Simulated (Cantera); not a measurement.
What does this Cantera script print?

```python
import numpy as np
import cantera as ct

gas_names = """
    H HO2 H2 H2O H2O2 O OH O2 O3 Si SiH SiH2 SiH3 SiH4 SiO SiO2 Si2 Si3
""".split()
cond_names = """
    H2O(s) H2O(L) Si(cr) Si(L) SiO2(Lqz) SiO2(hqz) SiO2(L)
""".split()


# ... load() reads the species with a 1 bar reference pressure and builds the phases ...
atoms = {
    'SiH4': {'Si': 1, 'H': 4},
    'H2O': {'H': 2, 'O': 1},
}
top_T = {}  # K; cautious upper limits of use, not melting points


# ... equilibrate(T, P, feed) seeds the gas with the atoms and calls Mixture.equilibrate('TP', solver="vcs", rtol=1e-11, max_steps=5000) ...
results = []
feed = {'SiH4': 1, 'H2O': 11}  # mol
P = 13332.2  # Pa
for T in [623, 698, 773, 848, 923, 998, 1073, 1148, 1223, 1298, 1373]:
    mix = equilibrate(T, P, feed)
    results.append((T, P, feed, dict(zip(mix.species_names, mix.species_moles))))

top = {s: max(r[3][s] / sum(r[3][g] for g in gas_names) for r in results) for s in gas_names}
cols = sorted((s for s in top if top[s] > 0.001), key=lambda s: -top[s])[:8]
seen = [c for c in cond_names if any(r[3].get(c, 0) > 1e-12 for r in results)]
print("log10 of partial pressures in bar; condensed amounts in mol")
print(f"{'T/K':>10s}" + "".join(f"{s[:9]:>10s}" for s in cols + seen))
for T, P, feed, n in results:
    ng = sum(n[g] for g in gas_names)
    print(f"{T:10.4g}" + "".join(f"{np.log10(max(n[s] / ng * P / 1e5, 1e-99)):10.3f}" for s in cols)
          + "".join(f"{n.get(c, 0):10.4g}" for c in seen))
```

It prints:

```
log10 of partial pressures in bar; condensed amounts in mol
       T/K       H2O        H2 SiO2(Lqz) SiO2(hqz)
       623    -1.035    -1.387         1         0
       698    -1.035    -1.387         1         0
       773    -1.035    -1.387         1         0
       848    -1.035    -1.387         0         1
       923    -1.035    -1.387         0         1
       998    -1.035    -1.387         0         1
      1073    -1.035    -1.387         0         1
      1148    -1.035    -1.387         0         1
      1223    -1.035    -1.387         0         1
      1298    -1.035    -1.387         0         1
      1373    -1.035    -1.387         0         1
```

These are equilibrium values from Cantera (NASA tables, ideal gas, pure condensed phases), not measurements of a reactor. The tables hold silica as quartz up to 1696 K and as liquid above; real silica turns to tridymite and cristobalite and melts near 1996 K. Gases not in the tables: Si(OH)4.
